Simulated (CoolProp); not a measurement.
Saturation properties of n-octane (Tc = 295.6 °C, pc = 2.484 MPa, ω = 0.398).

Model: reference Helmholtz-energy equation of state, Beckmüller 2019, in CoolProp.

| T (°C) | p (MPa) | vapour density (kg/m³) | liquid viscosity (µPa s) |
|---|---|---|---|
| -14.75 | 0.0001302 | 0.006925 | 903 |
| 5.95 | 0.0005853 | 0.02885 | 655 |
| 26.65 | 0.002055 | 0.09446 | 501 |
| 47.25 | 0.005907 | 0.2551 | 398 |
| 67.95 | 0.01462 | 0.5973 | 325 |
| 88.65 | 0.03192 | 1.243 | 270 |
| 109.35 | 0.06298 | 2.357 | 228 |
| 129.95 | 0.1140 | 4.139 | 194 |
| 150.65 | 0.1934 | 6.875 | 166 |
| 171.35 | 0.3098 | 10.91 | 142 |

It boils at 125.6 °C under 1 atm.

Viscosity comes from a separate model (Huber 2004).
